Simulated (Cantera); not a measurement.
What does this Cantera script print?

```python
import numpy as np
import cantera as ct

gas = ct.Solution("gri30.yaml")
gas.TPX = 1398, 101325, {'CH4': 1, 'CO': 0.052, 'O2': 3.9, 'N2': 14.6}
reactor = ct.IdealGasConstPressureReactor(gas, energy="on", clone=False)
net = ct.ReactorNet([reactor])
net.rtol, net.atol = 1e-08, 1e-16
show = ['CH4', 'CO', 'O2', 'HCO', 'CH2O', 'C2H4']
times = np.geomspace(3e-06, 4, 12)

steps = ct.SolutionArray(gas, extra=["t"])
rows = []
print(f"{'t/s':>10s}{'T/K':>9s}{'P/Pa':>11s}" + "".join(f"{s:>11s}" for s in show))
for t in times:
    while net.time < t:
        t_next = net.step()
        steps.append(gas.state, t=t_next)
    rows.append([np.interp(t, steps.t, y) for y in (steps.T, steps.P, *steps(*show).X.T)])
    print(f"{t:10.3e}{rows[-1][0]:9.1f}{rows[-1][1]:11.4g}" + "".join(f"{x:11.3e}" for x in rows[-1][2:]))
rate = np.gradient(steps.T, steps.t)
print("integrator steps:", len(steps.t))
if steps.T.max() > steps.T[0] + 200:
    print(f"time of steepest temperature rise: {steps.t[rate.argmax()]:.4e} s")
gas.TPX = 1398, 101325, {'CH4': 1, 'CO': 0.052, 'O2': 3.9, 'N2': 14.6}
gas.equilibrate("HP")
print(f"equilibrium (HP): T = {gas.T:.1f} K  " + "  ".join(f"{s} {gas[s].X[0]:.3e}" for s in show))
```

Output:

```
       t/s      T/K       P/Pa        CH4         CO         O2        HCO       CH2O       C2H4
 3.000e-06   1398.0  1.013e+05  5.115e-02  2.660e-03  1.995e-01  6.847e-15  2.411e-10  1.935e-15
 1.081e-05   1398.0  1.013e+05  5.115e-02  2.660e-03  1.995e-01  3.018e-14  3.554e-09  2.141e-13
 3.897e-05   1398.0  1.013e+05  5.114e-02  2.660e-03  1.995e-01  2.745e-13  5.199e-08  1.579e-11
 1.405e-04   1398.0  1.013e+05  5.114e-02  2.659e-03  1.995e-01  4.551e-12  9.015e-07  1.344e-09
 5.063e-04   1398.1  1.013e+05  5.108e-02  2.659e-03  1.994e-01  2.211e-10  2.458e-05  2.728e-07
 1.825e-03   1406.7  1.013e+05  4.924e-02  2.912e-03  1.982e-01  3.189e-08  6.810e-04  6.632e-05
 6.577e-03   2392.0  1.013e+05  1.713e-19  3.321e-03  9.381e-02  2.847e-10  1.461e-12  1.016e-29
 2.370e-02   2385.4  1.013e+05  1.602e-19  3.235e-03  9.189e-02  2.685e-10  1.391e-12  8.987e-30
 8.543e-02   2376.5  1.013e+05  1.459e-19  3.121e-03  8.930e-02  2.476e-10  1.300e-12  7.551e-30
 3.079e-01   2374.9  1.013e+05  1.434e-19  3.101e-03  8.883e-02  2.440e-10  1.285e-12  7.311e-30
 1.110e+00   2374.8  1.013e+05  1.434e-19  3.101e-03  8.883e-02  2.440e-10  1.285e-12  7.311e-30
 4.000e+00   2374.8  1.013e+05  1.434e-19  3.101e-03  8.883e-02  2.440e-10  1.285e-12  7.311e-30
integrator steps: 1883
time of steepest temperature rise: 2.5949e-03 s
equilibrium (HP): T = 2374.8 K  CH4 2.159e-19  CO 3.101e-03  O2 8.883e-02  HCO 2.440e-10  CH2O 1.285e-12  C2H4 9.217e-30
```

Computed with Cantera and GRI-Mech 3.0 (53 species, 325 reactions).
